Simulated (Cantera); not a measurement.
Feed: 1 mol Mg(OH)₂, 0.12 mol O₂, equilibrated at 1052 °C and 38.3 Torr.

These are equilibrium values from Cantera (NASA tables, ideal gas, pure condensed phases), not measurements of a reactor. Candidate condensed phases: H₂O, Mg, MgO, Mg(OH)₂; 15 gas species. Rates play no part.

Base state: H₂O 0.893, O₂ 0.107, OH 7.41e-5 (mole fractions); condensed: MgO(s).

### Question
What changes in the equilibrium state with this change: 0.013 mol H₂S added?

### Answer
```json
[
 {"species": "H₂O", "before": "0.893", "after": "0.899"},
 {"species": "O₂", "before": "0.107", "after": "0.0892"},
 {"species": "SO₂", "before": "0", "after": "0.0115"},
 {"species": "SO₃", "before": "0", "after": "7.97e-5"},
 {"species": "OH", "before": "7.41e-5", "after": "7.10e-5"},
 {"species": "MgO(s), mol", "before": "1.00", "after": "1.00"}
]
```
Further candidate phases: H₂SO₄, MgS, MgSO₄, S.
